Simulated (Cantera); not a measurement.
**Low-pressure radical oxidation in H2/O2**

An isothermal, constant-pressure homogeneous reactor starts with 25.3 % H2, 74.3 % O2, 0.468 % N2, equivalence ratio 0.17, at 1448 K and 0.0267 bar.

Detailed kinetics in Cantera: GRI-Mech 3.0 (53 species, 325 reactions). Radical loss at walls, strong at low pressure, is not modelled. The temperature is held fixed by assumption; the heat of reaction is taken as removed at once.

| t (s) | x H2 | x O2 | x H | x O | x H2O2 | x OH | x H2O |
|---|---|---|---|---|---|---|---|
| 3.00e-5 | 0.253 | 0.743 | 8.52e-7 | 4.58e-7 | 1.83e-9 | 3.84e-7 | 8.09e-7 |
| 9.54e-5 | 0.252 | 0.743 | 7.33e-5 | 4.31e-5 | 1.73e-8 | 3.56e-5 | 0.000115 |
| 0.000304 | 0.0181 | 0.592 | 0.0799 | 0.0980 | 4.47e-7 | 0.0239 | 0.183 |
| 0.000965 | 0.0145 | 0.602 | 0.0668 | 0.0915 | 4.38e-7 | 0.0222 | 0.199 |
| 0.00307 | 0.0108 | 0.635 | 0.0381 | 0.0623 | 4.69e-7 | 0.0196 | 0.229 |
| 0.00977 | 0.00362 | 0.683 | 0.00651 | 0.0191 | 3.74e-7 | 0.0118 | 0.271 |
| 0.0311 | 0.000428 | 0.702 | 0.000253 | 0.00220 | 1.43e-7 | 0.00410 | 0.286 |
| 0.0988 | 4.96e-5 | 0.705 | 1.00e-5 | 0.000255 | 4.26e-8 | 0.00140 | 0.288 |
| 0.314 | 8.64e-6 | 0.705 | 7.33e-7 | 4.46e-5 | 1.38e-8 | 0.000587 | 0.289 |
| 1.00 | 2.56e-6 | 0.705 | 1.19e-7 | 1.33e-5 | 6.77e-9 | 0.000320 | 0.289 |
x: mole fraction; the columns are a selection and need not sum to one.

Equilibrium at this temperature and pressure: H2 1.95e-6, O2 0.705, H 7.94e-8, O 1.01e-5, H2O2 6.03e-9, OH 0.000280, H2O 0.289 (gas phase only).
